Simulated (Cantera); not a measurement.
A Cantera script and what it prints.

```python
import numpy as np
import cantera as ct

gas_names = """
    B BH BH2 BH3 BN BO BO2 B2 B2O B2O2 B2O3 B3O3H3 H HBO HBO2 HNO HNO2 HNO3 HO2 H2 H2O H2O2 H3B3O6 N NH
    NH2 NH3 NH2OH NO NO2 NO3 N2 N2H2 N2H4 N2O O OH O2 O3
""".split()
cond_names = """
    B(b) B(L) BN(s) B2O3(L) B3O3H3(cr) H2O(s) H2O(L)
""".split()


# ... load() reads the species with a 1 bar reference pressure and builds the phases ...
atoms = {
    'borazine': {'B': 3, 'N': 3, 'H': 6},
    'O2': {'O': 2},
}
top_T = {'BN(s)': 3200}  # K; cautious upper limits of use, not melting points


# ... equilibrate(T, P, feed) seeds the gas with the atoms and calls Mixture.equilibrate('TP', solver="vcs", rtol=1e-11, max_steps=5000) ...
results = []
feed = {'borazine': 1, 'O2': 2.5}  # mol
T = 2173.15  # K
P = 133.322  # Pa
mix = equilibrate(T, P, feed)
results.append((T, P, feed, dict(zip(mix.species_names, mix.species_moles))))
x = sorted(zip(gas.X, gas.species_names), reverse=True)
print(f"T = {T:g} K  P = {P:g} Pa  gas = {mix.phase_moles(0):.4g} mol")
print("   x: " + "  ".join(f"{s} {v:.3e}" for v, s in x if v > 1e-06))
print("   condensed (mol): " + ("  ".join(f"{mix.phase(i).name} {mix.phase_moles(i):.4g}"
      for i in range(1, mix.n_phases) if mix.phase_moles(i) > 1e-12) or "none"))
```

Output:

```
T = 2173.15 K  P = 133.322 Pa  gas = 6.417 mol
   x: H2 3.134e-01  N2 2.337e-01  HBO2 1.586e-01  B2O3 1.169e-01  H 7.405e-02  BO 4.867e-02  H2O 2.896e-02  HBO 1.658e-02  BO2 6.045e-03  B2O2 1.882e-03  OH 9.164e-04  O 1.518e-04  NO 3.436e-05  O2 5.933e-06
   condensed (mol): none
```

Cantera equilibrium calculation (NASA polynomials, part measured and part estimated; ideal gas, pure solids and liquids). The feed counts by its element totals alone.
